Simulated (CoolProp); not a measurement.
Values from CoolProp's reference Helmholtz-energy equation of state, Schmidt 1985.

Q: Give the vapour pressure (MPa), liquid density (kg/m³), enthalpy of vaporisation (kJ/kg), liquid cp (kJ/(kg K)) of saturated oxygen at 124.3, 128.6 K.

A: 
| T (K) | p (MPa) | liquid density (kg/m³) | enthalpy of vaporisation (kJ/kg) | liquid cp (kJ/(kg K)) |
|---|---|---|---|---|
| 124.3 | 1.30 | 945 | 165 | 2.01 |
| 128.6 | 1.63 | 913 | 156 | 2.11 |
